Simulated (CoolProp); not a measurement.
Vapour-liquid equilibrium of C3F8 (R218) (1) + R134a (2) at 0.0176 MPa; x and y are mole fractions of (1).

Values from CoolProp's multi-fluid Helmholtz-energy mixture model, Lemmon 2006 and Tillner-Roth 1994; pair parameters Bell 2016.

### Question
Give the bubble temperature and the first vapour's composition at x = 0.35, 0.85, 0.95. Is there an azeotrope?

### Answer
x = 0.35: -72.2 °C, y = 0.673; x = 0.85: -71.9 °C, y = 0.748; x = 0.95: -70.7 °C, y = 0.870. y crosses x between x = 0.65 and 0.75: the model has an azeotrope there.

The pair parameters rest on a limited set of measurements; away from them the model extrapolates. With so large a gap from Raoult's law the liquid may split in two, which this calculation doesn't test in full.
